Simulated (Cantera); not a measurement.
What does this Cantera script print?

```python
import numpy as np
import cantera as ct

gas = ct.Solution("gri30.yaml")
gas.TPX = 873, 13332, {'H2': 0.92, 'O2': 1, 'N2': 17}
inlet = ct.Reservoir(gas, clone=True)

reactor = ct.IdealGasConstPressureReactor(gas, energy="off", clone=False)
exhaust = ct.Reservoir(gas, clone=True)
tau = [3.3, 1, 0.3, 0.093, 0.028, 0.0086, 0.0026, 0.0008][0]
for a, b in ((inlet, reactor), (reactor, exhaust)):
    ct.MassFlowController(a, b, mdot=lambda t: reactor.mass / tau)
net = ct.ReactorNet([reactor])
show = ['H2', 'O2', 'H2O', 'N2O', 'H', 'H2O2']

rows = []
print(f"{'tau/s':>10s}{'T/K':>9s}" + "".join(f"{s:>11s}" for s in show))
for tau in [3.3, 1, 0.3, 0.093, 0.028, 0.0086, 0.0026, 0.0008]:
    net.initial_time = 0.0
    net.advance(30 * tau)
    before = gas.X
    net.advance(40 * tau)
    drift = np.max(np.abs(gas.X - before) / (gas.X + 1e-9))
    rows.append([gas.T, *gas[show].X, drift])
    print(f"{tau:10.3e}{gas.T:9.1f}" + "".join(f"{x:11.3e}" for x in gas[show].X))
```

Result:

```
     tau/s      T/K         H2         O2        H2O        N2O          H       H2O2
 3.300e+00    873.0  9.903e-04  2.972e-02  4.881e-02  2.715e-08  8.418e-06  2.826e-07
 1.000e+00    873.0  1.712e-03  3.007e-02  4.806e-02  1.798e-08  2.712e-05  2.156e-07
 3.000e-01    873.0  3.004e-03  3.069e-02  4.669e-02  1.121e-08  8.647e-05  1.813e-07
 9.300e-02    873.0  5.220e-03  3.178e-02  4.431e-02  6.768e-09  2.575e-04  1.715e-07
 2.800e-02    873.0  9.205e-03  3.376e-02  3.995e-02  3.855e-09  7.313e-04  1.700e-07
 8.600e-03    873.0  1.597e-02  3.721e-02  3.244e-02  2.063e-09  1.757e-03  1.622e-07
 2.600e-03    873.0  2.730e-02  4.293e-02  2.012e-02  8.918e-10  3.026e-03  1.314e-07
 8.000e-04    873.0  4.390e-02  5.076e-02  4.039e-03  1.347e-10  1.421e-03  4.546e-08
```

Model: GRI-Mech 3.0 (53 species, 325 reactions), integrated in Cantera. Radical loss at walls, strong at low pressure, is not modelled. Below about 950 K walls govern HO2 and H2O2 in real vessels. The temperature is held fixed by assumption; the heat of reaction is taken as removed at once.
